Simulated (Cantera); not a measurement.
## Low-pressure radical oxidation in H2/O2

An isothermal, constant-pressure homogeneous reactor starts with 1.28 % H₂, 98.7 % O₂, equivalence ratio 0.0065, at 1075 K and 3500 Pa.

Computed with Cantera and the H2/O2 subset of GRI-Mech 3.0, which has no nitrogen chemistry. Radical loss at walls, strong at low pressure, is not modelled.

```json
[
 {"t (s)": "7.00e-5", "x H₂": "0.0128", "x O₂": "0.987", "x H₂O": "1.92e-11", "x HO₂": "1.54e-10", "x H₂O₂": "<1e-12"},
 {"t (s)": "0.000146", "x H₂": "0.0128", "x O₂": "0.987", "x H₂O": "1.21e-10", "x HO₂": "3.23e-10", "x H₂O₂": "<1e-12"},
 {"t (s)": "0.000305", "x H₂": "0.0128", "x O₂": "0.987", "x H₂O": "7.49e-10", "x HO₂": "6.85e-10", "x H₂O₂": "<1e-12"},
 {"t (s)": "0.000637", "x H₂": "0.0128", "x O₂": "0.987", "x H₂O": "6.02e-9", "x HO₂": "1.52e-9", "x H₂O₂": "<1e-12"},
 {"t (s)": "0.00133", "x H₂": "0.0128", "x O₂": "0.987", "x H₂O": "1.31e-7", "x HO₂": "5.51e-9", "x H₂O₂": "2.05e-12"},
 {"t (s)": "0.00277", "x H₂": "0.0128", "x O₂": "0.987", "x H₂O": "4.63e-5", "x HO₂": "8.51e-7", "x H₂O₂": "3.26e-10"},
 {"t (s)": "0.00579", "x H₂": "0.000706", "x O₂": "0.979", "x H₂O": "0.0110", "x HO₂": "6.89e-6", "x H₂O₂": "2.30e-7"},
 {"t (s)": "0.0121", "x H₂": "5.40e-5", "x O₂": "0.982", "x H₂O": "0.0124", "x HO₂": "3.85e-6", "x H₂O₂": "6.86e-8"},
 {"t (s)": "0.0252", "x H₂": "2.30e-5", "x O₂": "0.985", "x H₂O": "0.0127", "x HO₂": "2.67e-6", "x H₂O₂": "6.23e-8"},
 {"t (s)": "0.0527", "x H₂": "7.95e-6", "x O₂": "0.986", "x H₂O": "0.0128", "x HO₂": "1.57e-6", "x H₂O₂": "5.43e-8"},
 {"t (s)": "0.110", "x H₂": "2.25e-6", "x O₂": "0.987", "x H₂O": "0.0129", "x HO₂": "7.78e-7", "x H₂O₂": "4.17e-8"},
 {"t (s)": "0.230", "x H₂": "5.82e-7", "x O₂": "0.987", "x H₂O": "0.0129", "x HO₂": "3.31e-7", "x H₂O₂": "2.66e-8"},
 {"t (s)": "0.479", "x H₂": "1.51e-7", "x O₂": "0.987", "x H₂O": "0.0129", "x HO₂": "1.26e-7", "x H₂O₂": "1.39e-8"},
 {"t (s)": "1.00", "x H₂": "4.23e-8", "x O₂": "0.987", "x H₂O": "0.0129", "x HO₂": "4.56e-8", "x H₂O₂": "6.23e-9"}
]
```
x: mole fraction; the columns are a selection and need not sum to one.

Equilibrium at this temperature and pressure: H₂ 4.90e-11, O₂ 0.987, H₂O 0.0129, HO₂ 1.41e-9, H₂O₂ 1.65e-11 (gas phase only).
